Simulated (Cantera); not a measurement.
Input (Python, Cantera):

```python
import numpy as np
import cantera as ct

gas = ct.Solution("gri30.yaml")
gas.TPX = 500, 100000, {'CO': 1, 'H2': 0.89, 'CH4': 1.3, 'O2': 4.03, 'N2': 15.1}
flame = ct.FreeFlame(gas, width=0.04)
flame.set_refine_criteria(ratio=3, slope=0.08, curve=0.16)
flame.transport_model = "mixture-averaged"
flame.solve(loglevel=0, auto=True)
z, T = flame.grid, flame.T
thick = (T[-1] - T[0]) / np.gradient(T, z).max()
show = ['CO', 'H2', 'CH4', 'CH3', 'C2H', 'HO2']
print(f"laminar burning velocity  {flame.velocity[0] * 100:.3f} cm/s")
print(f"burnt temperature         {T[-1]:.1f} K")
print(f"thermal thickness         {thick * 1e3:.4f} mm")
print(f"grid points               {len(z)}")
z0 = z[flame.heat_release_rate.argmax()]
print(f"{'z/mm':>9s}{'T/K':>9s}{'u/(m/s)':>9s}" + "".join(f"{s:>11s}" for s in show))
rows = []
for k in (-3, -2, -1.5, -1, -0.5, -0.25, 0, 0.25, 0.5, 1, 2, 4, 8):
    zz = z0 + k * thick
    rows.append([k * thick, np.interp(zz, z, T), np.interp(zz, z, flame.velocity),
                 *(np.interp(zz, z, flame.X[gas.species_index(s)]) for s in show)])
    print(f"{rows[-1][0] * 1e3:9.3f}{rows[-1][1]:9.1f}{rows[-1][2]:9.3f}" + "".join(f"{x:11.3e}" for x in rows[-1][3:]))
```

It prints:

```
laminar burning velocity  124.711 cm/s
burnt temperature         2289.3 K
thermal thickness         0.3314 mm
grid points               150
     z/mm      T/K  u/(m/s)         CO         H2        CH4        CH3        C2H        HO2
   -0.994    500.0    1.247  4.481e-02  3.965e-02  5.826e-02  1.331e-09  1.684e-29  2.646e-08
   -0.663    500.4    1.247  4.484e-02  3.906e-02  5.828e-02  1.842e-08  1.565e-26  4.316e-07
   -0.497    502.2    1.251  4.489e-02  3.814e-02  5.828e-02  1.155e-07  4.759e-24  2.989e-06
   -0.331    521.6    1.297  4.510e-02  3.575e-02  5.771e-02  1.780e-06  2.602e-20  3.689e-05
   -0.166    777.5    1.934  4.842e-02  3.019e-02  4.795e-02  1.103e-04  6.192e-14  2.038e-04
   -0.083   1160.1    2.899  5.623e-02  2.642e-02  2.995e-02  7.653e-04  8.584e-11  1.734e-04
    0.000   1562.4    3.920  6.476e-02  2.087e-02  8.075e-03  1.077e-03  1.056e-08  1.308e-04
    0.083   1742.1    4.364  5.854e-02  1.388e-02  6.750e-04  1.472e-04  8.546e-09  3.144e-05
    0.166   1807.7    4.505  4.719e-02  1.078e-02  3.004e-05  7.549e-06  3.936e-10  1.572e-05
    0.331   1887.7    4.667  3.397e-02  9.940e-03  7.154e-08  2.194e-08  3.787e-13  1.130e-05
    0.663   1984.1    4.870  2.563e-02  9.006e-03  2.829e-12  1.111e-12  4.367e-18  7.939e-06
    1.326   2083.7    5.082  2.081e-02  7.021e-03  5.521e-17  4.124e-16  1.560e-23  5.160e-06
    2.651   2169.9    5.261  1.588e-02  4.936e-03  1.435e-17  9.736e-17  7.171e-24  3.325e-06
```

Computed with Cantera and GRI-Mech 3.0 (53 species, 325 reactions). Burning velocities carry a grid error of a few per cent, more on coarse grids.
